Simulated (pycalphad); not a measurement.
Source of the numbers: pycalphad with the COST 507 light-alloy database (1999); pressure 1 atm. These are 1990s assessments: newer ones move some temperatures and phases. Diffusion is slow at the low end, where real alloys seldom reach equilibrium.

Molar enthalpy of Hf-3.58C (at.%) in equilibrium (SER reference):

```json
[
 {"T (K)": "3300", "H (kJ/mol)": "131.42", "phases": "LIQUID"},
 {"T (K)": "3100", "H (kJ/mol)": "122.74", "phases": "LIQUID"},
 {"T (K)": "2900", "H (kJ/mol)": "114.06", "phases": "LIQUID"},
 {"T (K)": "2700", "H (kJ/mol)": "105.39", "phases": "LIQUID"},
 {"T (K)": "2600", "H (kJ/mol)": "101.05", "phases": "LIQUID"},
 {"T (K)": "2500", "H (kJ/mol)": "70.56", "phases": "HCP_A3 + LIQUID"},
 {"T (K)": "2400", "H (kJ/mol)": "61.94", "phases": "HCP_A3"},
 {"T (K)": "2300", "H (kJ/mol)": "57.82", "phases": "HCP_A3"},
 {"T (K)": "2100", "H (kJ/mol)": "49.82", "phases": "HCP_A3"},
 {"T (K)": "1900", "H (kJ/mol)": "42.13", "phases": "HCP_A3"},
 {"T (K)": "1700", "H (kJ/mol)": "34.76", "phases": "HCP_A3"},
 {"T (K)": "1500", "H (kJ/mol)": "27.71", "phases": "HCP_A3"},
 {"T (K)": "1300", "H (kJ/mol)": "20.96", "phases": "HCP_A3"},
 {"T (K)": "1100", "H (kJ/mol)": "14.44", "phases": "HCP_A3 + FCC_A1"},
 {"T (K)": "900", "H (kJ/mol)": "8.02", "phases": "HCP_A3 + FCC_A1"},
 {"T (K)": "700", "H (kJ/mol)": "1.96", "phases": "HCP_A3 + FCC_A1"},
 {"T (K)": "500", "H (kJ/mol)": "-3.72", "phases": "HCP_A3 + FCC_A1"}
]
```

Cooling from 2600 K to 2400 K, across the freezing range, releases 39.1 kJ/mol, or 227 J/g. The slope is 43 J/(mol K) in the liquid and 41 J/(mol K) just below the solidus, where it includes any heat of precipitation. Liquidus 2548 K, solidus 2494 K. Changes were sought between steps of 100 K, so a narrower field can be missed.

FCC_A1 is fcc; HCP_A3 is hcp. The fcc model also describes the rock-salt carbide or nitride (TiC, TiN, HfC).
